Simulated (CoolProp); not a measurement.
Isohexane at several states: Z from the reference equation and from simpler models built on Tc = 497.7 K, pc = 3.043 MPa, ω = 0.280; each cubic takes its own stable root.

Computed with CoolProp (reference Helmholtz-energy equation of state, Lemmon 2006). It is a short technical equation, of lower accuracy than the large ones.

| T (K) | p (MPa) | phase | reference |
|---|---|---|---|
| 386.9 | 1.19 | liquid | 0.05694 |
| 395.6 | 17.4 | liquid | 0.7772 |
| 503.1 | 0.144 | gas | 0.9841 |

Question: How far does each simpler model (Redlich-Kwong, Soave-Redlich-Kwong, Peng-Robinson) lie from the reference over these 3 states: mean and median of the absolute difference, and the worst?

Answer: 
- Redlich-Kwong: mean 8.4 %, median 8.9 %, worst +16.4 % at 386.9 K and 1.19 MPa
- Soave-Redlich-Kwong: mean 5.7 %, median 6.5 %, worst +10.7 % at 386.9 K and 1.19 MPa
- Peng-Robinson: mean 2.5 %, median 2.4 %, worst -5.0 % at 395.6 K and 17.4 MPa
